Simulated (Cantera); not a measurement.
An isothermal, constant-pressure homogeneous reactor starts with H2 : O2 = 0.026 : 1 (molar parts), at 1125 K and 11.3 Torr.

Detailed kinetics in Cantera: the H2/O2 subset of GRI-Mech 3.0, which has no nitrogen chemistry. Radical loss at walls, strong at low pressure, is not modelled.

One state of this run: x H2 = 5.41e-6; x O2 = 0.974; x H = 7.86e-6; x OH = 0.000211; x O = 0.000364; x H2O2 = 3.05e-8; x H2O = 0.0255. x: mole fraction; the columns are a selection and need not sum to one.

**Question.** Which value of t (s) does it belong to?
A. 2.36e-5
B. 0.169
C. 0.000823
D. 0.412

**Answer.** D, 0.412
